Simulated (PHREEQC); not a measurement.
30 mol of Thenardite (Na2SO4) is brought to equilibrium with 1 kg of water, at 93 °C and several pressures. No CO2 enters from the air. Only these solids could form: Thenardite, Mirabilite.

Base run: PHREEQC, Pitzer model, pitzer.dat. Each further column changes one thing. The table gives dissolved Na (mol/kgw).

```
P (atm)  base  temperature from 93 to 70 °C
-------  ----  ----------------------------
1        5.93                          6.09
50       6.01                           [?]
100      6.08                          6.22
200      6.21                           [?]
300      6.35                           [?]
400      6.50                          6.57
500      6.67                          6.70
600      6.85                           [?]
800      7.27                          7.08
1000     7.78                          7.36
```

Question: Some entries are withheld; supply them.

Answer: 
- 50, temperature from 93 to 70 °C: 6.16
- 200, temperature from 93 to 70 °C: 6.34
- 300, temperature from 93 to 70 °C: 6.46
- 600, temperature from 93 to 70 °C: 6.82

Constants without temperature data keep their 25 °C values here.
